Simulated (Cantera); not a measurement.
A closed system holds: 1 mol BCl₃, 2.1 mol H₂O, at 927 °C and 0.130 bar.

These are equilibrium values from Cantera (NASA tables, ideal gas, pure condensed phases), not measurements of a reactor. Gases not in the tables: H₃BO₃. Rates play no part.

```
species         before    after
------------  --------  -------
H₂O              0.166    0.755
HCl              0.833    0.240
(HBO₂)₃       0.000284  0.00276
Cl₂            1.91e-5  3.73e-6
H₂             4.77e-5  2.02e-5
Cl             5.72e-5  2.53e-5
HBO₂          0.000939  0.00200
B₂O₃(l), mol     0.497    0.436
```
Gas species are given as mole fractions.

### Question
Which change was made?
A) H₂O from 2.1 to 0.068 mol
B) temperature from 927 °C to 1150 °C
C) H₂O from 2.1 to 11 mol
D) pressure from 0.130 bar to 43.0 mbar

### Answer
C, H₂O from 2.1 to 11 mol
